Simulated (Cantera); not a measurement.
Reactions in the system Ba-F-H-O

Source: NASA polynomial tables (part measured, part estimated), evaluated in Cantera. Values are per mole of reaction as written; species without (g) are pure solids or liquids, kept so even where they would boil at 1 bar.

BaO + 2 H(g) + F2(g) → H2O(g) + BaF2

```tsv
T (K)	ΔH° (kJ)	ΔS° (J/K)	ΔG° (kJ)	log10 K	condensed phases
300	-1338.2	-219.3	-1272.5	221.55	BaO(s), BaF2(s)
700	-1343.5	-230.6	-1182.1	88.21	BaO(s), BaF2(s)
850	-1344.9	-232.4	-1147.4	70.51	BaO(s), BaF2(s)
1000	-1345.6	-233.1	-1112.5	58.11	BaO(s), BaF2(s)
1150	-1343.7	-231.4	-1077.6	48.94	BaO(s), BaF2(s)
1300	-1338.6	-227.3	-1043.2	41.91	BaO(s), BaF2(s)
1450	-1333.8	-223.8	-1009.4	36.36	BaO(s), BaF2(s)
1600	-1328.9	-220.5	-976.1	31.87	BaO(s), BaF2(s)
1750	-1304.3	-205.5	-944.7	28.20	BaO(s), BaF2(l)
1900	-1303.3	-204.9	-913.9	25.12	BaO(s), BaF2(l)
2050	-1302.2	-204.4	-883.2	22.50	BaO(s), BaF2(l)
2200	-1301.2	-204.0	-852.5	20.24	BaO(s), BaF2(l)
```

Ba + Ba(OH)2 + F2(g) → 2 HF(g) + 2 BaO

| T (K) | ΔH° (kJ) | ΔS° (J/K) | ΔG° (kJ) | log10 K | condensed phases |
|---|---|---|---|---|---|
| 300 | -695.0 | 119.4 | -730.9 | 127.25 | Ba(s), Ba(OH)2(s), BaO(s) |
| 700 | -720.6 | 77.4 | -774.9 | 57.82 | Ba(s), Ba(OH)2(l), BaO(s) |
| 850 | -727.3 | 68.9 | -785.8 | 48.29 | Ba(s), Ba(OH)2(l), BaO(s) |
| 1000 | -733.8 | 61.8 | -795.6 | 41.56 | Ba(s), Ba(OH)2(l), BaO(s) |
| 1150 | -747.9 | 48.1 | -803.2 | 36.48 | Ba(l), Ba(OH)2(l), BaO(s) |
| 1300 | -753.7 | 43.3 | -810.1 | 32.55 | Ba(l), Ba(OH)2(l), BaO(s) |
| 1450 | -759.1 | 39.4 | -816.3 | 29.40 | Ba(l), Ba(OH)2(l), BaO(s) |
| 1600 | -764.0 | 36.2 | -821.9 | 26.83 | Ba(l), Ba(OH)2(l), BaO(s) |
| 1750 | -768.4 | 33.6 | -827.1 | 24.69 | Ba(l), Ba(OH)2(l), BaO(s) |
| 1900 | -772.5 | 31.3 | -832.0 | 22.87 | Ba(l), Ba(OH)2(l), BaO(s) |
| 2050 | -776.0 | 29.5 | -836.6 | 21.32 | Ba(l), Ba(OH)2(l), BaO(s) |
| 2200 | -779.2 | 28.0 | -840.9 | 19.96 | Ba(l), Ba(OH)2(l), BaO(s) |
